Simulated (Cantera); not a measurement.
Feed: 1 mol S, 0.24 mol H2, 1.4 mol O2, at 44.0 mbar.

These are equilibrium values from Cantera (NASA tables, ideal gas, pure condensed phases), not measurements of a reactor. Candidate condensed phases: H2O, H2SO4, S; 19 gas species. The numbers say what is thermodynamically allowed, not how fast it happens.

x: gas mole fraction; nothing condenses.

```
T (K)  x SO2   x O2  x H2O      x OH  x SO3
-----  -----  -----  -----  --------  -----
1475   0.656  0.183  0.158  0.000166    [?]
1575   0.657  0.183  0.158  0.000386    [?]
1675   0.657  0.184  0.157  0.000811    [?]
1775   0.657  0.183  0.157   0.00156    [?]
1875   0.656  0.183  0.156   0.00281    [?]
1975   0.655  0.183  0.155   0.00474    [?]
2075   0.652  0.182  0.152   0.00758    [?]
```

Fill in the missing entries.


- 1475, x SO3: 0.00251
- 1575, x SO3: 0.00153
- 1675, x SO3: 0.000994
- 1775, x SO3: 0.000678
- 1875, x SO3: 0.000482
- 1975, x SO3: 0.000354
- 2075, x SO3: 0.000268
